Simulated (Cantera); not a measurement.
A closed system holds: 1 mol FeS₂, 2300 mol H₂, 5.8 mol H₂O, at 10.0 mbar.

These are equilibrium values from Cantera (NASA tables, ideal gas, pure condensed phases), not measurements of a reactor. Candidate condensed phases: Fe, FeO, Fe(OH)₂, Fe(OH)₃, FeS, FeSO₄, FeS₂, Fe₂O₃, Fe₂(SO₄)₃, Fe₃O₄, H₂O, H₂SO₄, S; 22 gas species. Rates play no part.

### Question
At 1023 K, list the 3 most abundant gas species with their mole fractions, and the condensed phases.

### Answer
H₂ 0.997, H₂O 0.00252, H₂S 0.000867. Condensed: Fe(α).
